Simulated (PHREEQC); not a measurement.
Synthetic water in mg/L, 20 °C, pH 6.74, pe -1.3:

| constituent | mg/L |
|---|---|
| Na | 0.00529 |
| K | 4.27e-05 |
| Ca | 0.0395 |
| Mg | 0.00934 |
| Cl | 0.0603 |
| S(6) as SO4 | 0.014 |
| Alkalinity as HCO3 | 0.0617 |
| Zn | 8.07e-05 |
| Si as SiO2 | 0.000732 |
| Ba | 0.00375 |
| Fe(2) | 0.000134 |
| Br | 3.18e-05 |

Valence states are taken as typed.

Computed with PHREEQC (ion-association model, phreeqc.dat).

```yaml
ionic_strength: 4.75e-6 mol/kgw
charge_balance_error: 0.5 %
```

| species | molality | activity | log γ |
|---|---|---|---|
| Cl- | 1.70e-6 | 1.70e-6 | -0.001 |
| HCO3- | 1.15e-6 | 1.15e-6 | -0.001 |
| Ca+2 | 9.85e-7 | 9.76e-7 | -0.004 |
| CO2 | 5.05e-7 | 5.05e-7 | 0.000 |
| Mg+2 | 3.84e-7 | 3.80e-7 | -0.004 |
| Na+ | 2.30e-7 | 2.30e-7 | -0.001 |
| H+ | 1.82e-7 | 1.82e-7 | -0.001 |
| SO4-2 | 1.46e-7 | 1.44e-7 | -0.004 |
| OH- | 3.77e-8 | 3.76e-8 | -0.001 |
| Ba+2 | 2.73e-8 | 2.70e-8 | -0.004 |
| H4SiO4 | 1.22e-8 | 1.22e-8 | 0.000 |
| Fe+2 | 2.40e-9 | 2.37e-9 | -0.004 |
| Zn+2 | 1.23e-9 | 1.22e-9 | -0.004 |
| K+ | 1.09e-9 | 1.09e-9 | -0.001 |

This is a speciation only: nothing precipitates in the calculation.
